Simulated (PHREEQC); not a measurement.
PHREEQC input (Pitzer model, pitzer.dat):

```
SOLUTION 1
  temp 20
  units mol/kgw
  pH 7 charge
  Cl 0.198
  K 0.16
  Na 0.478
  C(4) 0.44
END
USE solution 1
INCREMENTAL_REACTIONS false
REACTION 1
  H2O -1
  0 9.886 18.011 24.689 30.178 34.689 38.397 41.444
  43.949 46.007 47.699 49.089 50.232 51.172 51.944 52.578
  53.1 53.528 53.88 54.17 54.408 54.603 54.764 54.896
  55.005 55.094 55.168 55.228 moles
EQUILIBRIUM_PHASES 1
  Halite 0 0
  Kalicinite 0 0
  Nahcolite 0 0
  Natron 0 0
  Sylvite 0 0
  Trona 0 0
SELECTED_OUTPUT 1
  -reset false
  -pH true
  -pe true
  -ionic_strength true
  -water true
  -activities H2O
  -totals C Cl K Na
  -molalities H+ Na+ K+ Cl- CO3-2 OH- HCO3- CO2
  -equilibrium_phases Halite Kalicinite Nahcolite Natron Sylvite Trona
PRINT
  -reset false
END
```

Selected output (columns that matter, 19 of 28 rows; water left (kg) added in front):

```
water left (kg)	pH	mu	C	Cl	K	Na	m_H+	m_Na+	m_K+	m_Cl-	la_H2O	Halite	Nahcolite	Sylvite
1	7.8768	0.64557	0.44	0.198	0.16	0.478	2.183e-08	0.478	0.16	0.198	-0.0086735	0	0	0
0.675516	7.8035	0.95586	0.65135	0.29311	0.23686	0.70761	2.5739e-08	0.70761	0.23686	0.29311	-0.012693	0	0	0
0.555206	7.7613	1.1631	0.7925	0.35662	0.28818	0.86094	2.8014e-08	0.86094	0.28818	0.35662	-0.015363	0	0	0
0.456317	7.7148	1.4153	0.96424	0.43391	0.35063	1.0475	3.0524e-08	1.0475	0.35063	0.43391	-0.018602	0	0	0
0.30823	7.6337	1.9484	1.2831	0.64238	0.51909	1.4064	3.4079e-08	1.4064	0.51909	0.64238	-0.025592	0	0.044505	0
0.208162	7.6206	2.2278	1.2543	0.95118	0.76863	1.4369	3.1475e-08	1.4369	0.76863	0.95118	-0.029968	0	0.1789	0
0.171069	7.6126	2.4131	1.2336	1.1574	0.93529	1.4558	2.9909e-08	1.4558	0.93529	1.1574	-0.032897	0	0.22896	0
0.140573	7.6038	2.6372	1.2072	1.4085	1.1382	1.4775	2.8134e-08	1.4775	1.1382	1.4085	-0.036479	0	0.2703	0
0.0949184	7.5844	3.237	1.1309	2.086	1.6857	1.5312	2.3873e-08	1.5312	1.6857	2.086	-0.04628	0	0.33266	0
0.0640611	7.5652	4.1212	1.0126	3.0908	2.4976	1.6058	1.866e-08	1.6058	2.4976	3.0908	-0.061385	0	0.37513	0
0.0526337	7.5572	4.7126	0.93467	3.7619	3.0399	1.6566	1.58e-08	1.6566	3.0399	3.7619	-0.07197	0	0.3908	0
0.043225	7.5516	5.4385	0.84382	4.5807	3.7016	1.7229	1.2888e-08	1.7229	3.7016	4.5807	-0.085526	0	0.40353	0
0.0291675	7.5337	5.7127	0.68813	5.0132	3.7104	1.9909	1.1385e-08	1.9909	3.7104	5.0132	-0.092055	0	0.41993	0.051776
0.0196522	7.4989	5.8388	0.5275	5.3025	3.3689	2.4611	1.0405e-08	2.4611	3.3689	5.3025	-0.096686	0	0.42963	0.093793
0.0161382	7.4726	5.9605	0.44882	5.5042	3.1495	2.8035	9.8198e-09	2.8035	3.1495	5.5042	-0.10065	0	0.43276	0.10917
0.0132369	7.4384	6.1417	0.37395	5.7615	2.8907	3.2447	9.1427e-09	3.2447	2.8907	5.7615	-0.10638	0	0.43505	0.12174
0.00889422	7.341	6.7691	0.24244	6.5227	2.2502	4.5149	7.3911e-09	4.5149	2.2502	6.5227	-0.1264	0	0.43784	0.13999
0.00595731	7.2864	7.1922	0.19464	6.9944	1.932	5.2571	6.4309e-09	5.2571	1.932	6.9944	-0.14054	0.0078412	0.43884	0.14849
0.00487629	7.2864	7.1922	0.19464	6.9944	1.932	5.2571	6.4309e-09	5.2571	1.932	6.9944	-0.14054	0.013314	0.43905	0.15058
```
